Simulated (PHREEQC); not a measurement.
Make-up at 20 °C: 0.036 mol TMAH per kg of water. Closed to the air; pH follows from the charge balance.

The numbers come from PHREEQC with the ion-association model, phreeqc.dat.

Precipitation was switched off in this run.

Problem. Estimate the pH.

Solution. pH 12.64.

(CH3)4N+ isn't in the database: it is added as a free cation with an ion size of 4 Å.
